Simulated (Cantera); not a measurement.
A closed system holds: 1 mol Si, 0.52 mol Cl2, 94 mol H2, held at 600 °C and 285 Torr.

Equilibrium computed with Cantera from the NASA thermochemical tables; the gas is ideal and each condensed phase is pure. The numbers say what is thermodynamically allowed, not how fast it happens.

```csv
species,before,after
H2,0.996,0.994
HCl,0.00144,0.00370
SiCl4,0.00108,0.00125
SiHCl3,0.00160,0.000719
SiCl2,2.63e-6,1.74e-5
SiH2Cl2,0.000217,3.77e-5
SiCl3,6.96e-6,1.93e-5
"Si(s), mol",0.725,0.807
```
Gas species are given as mole fractions.

Name the change that produced these shifts.
A) pressure from 285 Torr to 7.50 Torr
B) Cl2 from 0.52 to 8.5 mol
C) temperature from 600 °C to 1427 °C
D) temperature from 600 °C to 252 °C

A, pressure from 285 Torr to 7.50 Torr. The tables' values for SiCl3 are old estimates; treat these amounts as uncertain
